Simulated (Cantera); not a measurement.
Cantera run:

```python
import numpy as np
import cantera as ct

gas_names = [...]  # 110 gases of nasa_gas.yaml made of C, H, O
cond_names = """
    C(gr) C6H6(L) C7H8(L) C8H18(L),n-octa H2O(s) H2O(L)
""".split()


# ... load() reads the species with a 1 bar reference pressure and builds the phases ...
atoms = {
    'C': {'C': 1},
    'H2O': {'H': 2, 'O': 1},
    'H2': {'H': 2},
    'CO2': {'C': 1, 'O': 2},
}
top_T = {'C(gr)': 4500}  # K; cautious upper limits of use, not melting points


# ... equilibrate(T, P, feed) seeds the gas with the atoms and calls Mixture.equilibrate('TP', solver="vcs", rtol=1e-11, max_steps=5000) ...
results = []
feed = {'C': 1, 'H2O': 3.6, 'H2': 4.5, 'CO2': 0.13}  # mol
P = 8200000  # Pa
for T in [1075, 1125, 1175, 1225, 1275, 1325, 1375, 1425, 1475, 1525, 1575, 1625, 1675, 1725]:
    mix = equilibrate(T, P, feed)
    results.append((T, P, feed, dict(zip(mix.species_names, mix.species_moles))))

top = {s: max(r[3][s] / sum(r[3][g] for g in gas_names) for r in results) for s in gas_names}
cols = sorted((s for s in top if top[s] > 0.0001), key=lambda s: -top[s])[:5]
seen = [c for c in cond_names if any(r[3].get(c, 0) > 1e-12 for r in results)]
print("log10 of partial pressures in bar; condensed amounts in mol")
print(f"{'T/K':>10s}" + "".join(f"{s[:9]:>10s}" for s in cols + seen))
for T, P, feed, n in results:
    ng = sum(n[g] for g in gas_names)
    print(f"{T:10.4g}" + "".join(f"{np.log10(max(n[s] / ng * P / 1e5, 1e-99)):10.3f}" for s in cols)
          + "".join(f"{n.get(c, 0):10.4g}" for c in seen))
```

It prints:

```
log10 of partial pressures in bar; condensed amounts in mol
       T/K        H2       H2O       CH4        CO       CO2
      1075     1.522     1.563     0.947     0.187     0.259
      1125     1.566     1.524     0.851     0.409     0.326
      1175     1.604     1.484     0.726     0.577     0.350
      1225     1.635     1.446     0.570     0.701     0.346
      1275     1.657     1.414     0.379     0.787     0.323
      1325     1.672     1.390     0.156     0.845     0.293
      1375     1.682     1.375    -0.090     0.881     0.260
      1425     1.686     1.367    -0.346     0.904     0.227
      1475     1.689     1.363    -0.602     0.918     0.197
      1525     1.690     1.362    -0.850     0.927     0.169
      1575     1.690     1.362    -1.088     0.934     0.143
      1625     1.690     1.362    -1.313     0.939     0.119
      1675     1.689     1.363    -1.526     0.943     0.096
      1725     1.689     1.364    -1.727     0.946     0.074
```

Cantera equilibrium calculation (NASA polynomials, part measured and part estimated; ideal gas, pure solids and liquids). The ideal-gas law is rough above about 30 bar.
